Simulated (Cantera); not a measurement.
Cantera run, input and output.

```python
import numpy as np
import cantera as ct

gas = ct.Solution("gri30.yaml")
gas.TPX = 1575, 500000, {'CH4': 1, 'C2H6': 0.039, 'C3H8': 0.037, 'O2': 0.967, 'N2': 3.64}
reactor = ct.IdealGasReactor(gas, energy="on", clone=False)
net = ct.ReactorNet([reactor])
net.rtol, net.atol = 1e-08, 1e-16
show = ['CH4', 'C2H6', 'C3H8', 'NO', 'H2O', 'H2', 'CH2O']
times = np.geomspace(3e-06, 0.3, 13)

steps = ct.SolutionArray(gas, extra=["t"])
rows = []
print(f"{'t/s':>10s}{'T/K':>9s}{'P/Pa':>11s}" + "".join(f"{s:>11s}" for s in show))
for t in times:
    while net.time < t:
        t_next = net.step()
        steps.append(gas.state, t=t_next)
    rows.append([np.interp(t, steps.t, y) for y in (steps.T, steps.P, *steps(*show).X.T)])
    print(f"{t:10.3e}{rows[-1][0]:9.1f}{rows[-1][1]:11.4g}" + "".join(f"{x:11.3e}" for x in rows[-1][2:]))
rate = np.gradient(steps.T, steps.t)
print("integrator steps:", len(steps.t))
if steps.T.max() > steps.T[0] + 200:
    print(f"time of steepest temperature rise: {steps.t[rate.argmax()]:.4e} s")
gas.TPX = 1575, 500000, {'CH4': 1, 'C2H6': 0.039, 'C3H8': 0.037, 'O2': 0.967, 'N2': 3.64}
gas.equilibrate("UV")
print(f"equilibrium (UV): T = {gas.T:.1f} K  " + "  ".join(f"{s} {gas[s].X[0]:.3e}" for s in show))
```

Result:

```
       t/s      T/K       P/Pa        CH4       C2H6       C3H8         NO        H2O         H2       CH2O
 3.000e-06   1572.1  4.994e+05  1.755e-01  6.760e-03  6.181e-03  3.220e-13  1.852e-04  2.071e-04  9.243e-05
 7.830e-06   1573.0  5.002e+05  1.742e-01  6.838e-03  5.573e-03  2.274e-12  1.035e-03  8.872e-04  5.673e-04
 2.044e-05   1586.7   5.06e+05  1.696e-01  7.230e-03  4.002e-03  1.371e-11  4.403e-03  3.427e-03  2.026e-03
 5.335e-05   1824.6  6.017e+05  1.230e-01  4.508e-03  1.627e-04  2.523e-09  4.541e-02  3.428e-02  5.468e-03
 1.392e-04   2686.1  1.069e+06  1.682e-06  4.733e-13  2.911e-19  4.272e-04  9.343e-02  2.201e-01  1.606e-07
 3.635e-04   2687.3   1.07e+06  3.498e-09  2.319e-18  3.459e-27  2.301e-04  9.349e-02  2.200e-01  1.482e-07
 9.487e-04   2688.3   1.07e+06  3.237e-09  2.016e-18  2.840e-27  1.200e-04  9.359e-02  2.199e-01  1.482e-07
 2.476e-03   2688.5   1.07e+06  3.208e-09  1.983e-18  2.776e-27  1.008e-04  9.360e-02  2.199e-01  1.482e-07
 6.463e-03   2688.5   1.07e+06  3.207e-09  1.983e-18  2.775e-27  1.004e-04  9.361e-02  2.199e-01  1.482e-07
 1.687e-02   2688.5   1.07e+06  3.207e-09  1.983e-18  2.775e-27  1.004e-04  9.361e-02  2.199e-01  1.482e-07
 4.403e-02   2688.5   1.07e+06  3.207e-09  1.983e-18  2.775e-27  1.004e-04  9.361e-02  2.199e-01  1.482e-07
 1.149e-01   2688.5   1.07e+06  3.207e-09  1.983e-18  2.775e-27  1.004e-04  9.361e-02  2.199e-01  1.482e-07
 3.000e-01   2688.5   1.07e+06  3.207e-09  1.983e-18  2.775e-27  1.004e-04  9.361e-02  2.199e-01  1.482e-07
integrator steps: 1819
time of steepest temperature rise: 5.9633e-05 s
equilibrium (UV): T = 2688.5 K  CH4 3.597e-09  C2H6 2.430e-18  C3H8 3.682e-27  NO 1.004e-04  H2O 9.361e-02  H2 2.199e-01  CH2O 1.482e-07
```

Computed with Cantera and GRI-Mech 3.0 (53 species, 325 reactions).
